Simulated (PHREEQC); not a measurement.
1 kg of water holding 0.0077 mol NaCl, 0.012 mol Na2SO4 and 0.24 mol Na2CO3 is evaporated at 25 °C; the solids stay in contact with the brine. The system is closed to CO2. Only these solids could form: Burkeite, Halite, Mirabilite, Nahcolite, Natron, Thenardite, Trona.

Computed with PHREEQC (Pitzer model, pitzer.dat).

```tsv
water left (kg)	ionic strength	water activity	Natron (mol)	Burkeite (mol)	Cl in solution (mol/kgw)
1	0.759	0.989	0	0	0.00770
0.8219	0.924	0.987	0	0	0.00937
0.6755	(withheld)	0.985	0	0	0.0114
0.5552	(withheld)	(withheld)	0	0	0.0139
0.4563	1.67	(withheld)	0	0	0.0169
0.3751	2.03	(withheld)	0	0	0.0205
0.3083	2.47	0.969	0	0	0.0250
0.2534	3.01	0.963	0	0	0.0304
0.1712	4.45	0.946	0	0	0.0450
0.1407	5.42	0.935	0	0	0.0547
0.1157	6.59	0.920	0	0	0.0666
0.09508	8.02	0.900	0	0	0.0810
0.06757	8.69	0.889	0.0588	0	0.114
0.04018	9.02	0.882	(withheld)	0	0.192
0.01793	10.2	(withheld)	0.194	0	0.429
0.002539	12.4	0.716	0.227	0.00570	3.03
```

**Question.** What belongs in the gaps?

**Answer.** 
- 0.6755, ionic strength: 1.13
- 0.5552, ionic strength: 1.37
- 0.5552, water activity: 0.982
- 0.4563, water activity: 0.978
- 0.3751, water activity: 0.974
- 0.04018, Natron (mol): 0.134
- 0.01793, water activity: 0.857
